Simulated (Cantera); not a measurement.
An isothermal, constant-pressure homogeneous reactor starts with NO : N2 = 1 : 0.51 (molar parts), at 2125 K and 0.280 bar. Integrator tolerance rtol = 1e-08.

Model: GRI-Mech 3.0 (53 species, 325 reactions), integrated in Cantera.

Task: What does this change do: temperature 2125 to 1450 K?

Result: 
```json
[
 {"quantity": "x(NO) at 3.00 s", "before": "0.0163 (gas-phase equilibrium 0.0121)", "after": "0.659 (gas-phase equilibrium 0.00110)"},
 {"quantity": "x(N2) at 3.00 s", "before": "0.660 (gas-phase equilibrium 0.662)", "after": "0.339 (gas-phase equilibrium 0.668)"},
 {"quantity": "x(NO2) at 3.00 s", "before": "1.51e-5 (gas-phase equilibrium 1.12e-5)", "after": "0.000298 (gas-phase equilibrium 4.58e-6)"},
 {"quantity": "x(O) at 3.00 s", "before": "0.00178 (gas-phase equilibrium 0.00179)", "after": "2.83e-7 (gas-phase equilibrium 2.20e-6)"},
 {"quantity": "x(O2) at 3.00 s", "before": "0.322 (gas-phase equilibrium 0.324)", "after": "0.00151 (gas-phase equilibrium 0.331)"}
]
```
